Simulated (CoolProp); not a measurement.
A closed Brayton cycle with carbon dioxide: compressor inlet 319.15 K and 9.8 MPa, high pressure 19.5 MPa, turbine inlet 975 K, compressor efficiency 0.8, turbine efficiency 0.93, recuperator effectiveness 0.8 (on enthalpy, no pinch check). Each further row changes one setting.

Model: reference Helmholtz-energy equation of state, Span 1996, in CoolProp.

```json
[
 {"case": "as stated", "thermal efficiency (%)": "27.4", "net work (kJ/kg)": "91.0", "compressor to turbine work": "0.21", "compressor exit (K)": "356.6", "turbine exit (K)": "879.0"},
 {"case": "turbine inlet 925 K", "thermal efficiency (%)": "26.9", "net work (kJ/kg)": "84.7", "compressor to turbine work": "___", "compressor exit (K)": "356.6", "turbine exit (K)": "832.3"},
 {"case": "compressor inlet 329.15 K", "thermal efficiency (%)": "___", "net work (kJ/kg)": "___", "compressor to turbine work": "0.28", "compressor exit (K)": "381.7", "turbine exit (K)": "879.0"},
 {"case": "high pressure 16.6 MPa", "thermal efficiency (%)": "___", "net work (kJ/kg)": "___", "compressor to turbine work": "___", "compressor exit (K)": "___", "turbine exit (K)": "___"},
 {"case": "recuperator effectiveness 0.5", "thermal efficiency (%)": "17.4", "net work (kJ/kg)": "91.0", "compressor to turbine work": "0.21", "compressor exit (K)": "356.6", "turbine exit (K)": "879.0"}
]
```

Q: Fill in the missing entries.

A: 
- turbine inlet 925 K, compressor to turbine work: 0.22
- compressor inlet 329.15 K, thermal efficiency (%): 27.2
- compressor inlet 329.15 K, net work (kJ/kg): 82.4
- high pressure 16.6 MPa, thermal efficiency (%): 23.5
- high pressure 16.6 MPa, net work (kJ/kg): 71.6
- high pressure 16.6 MPa, compressor to turbine work: 0.19
- high pressure 16.6 MPa, compressor exit (K): 347.6
- high pressure 16.6 MPa, turbine exit (K): 901.0
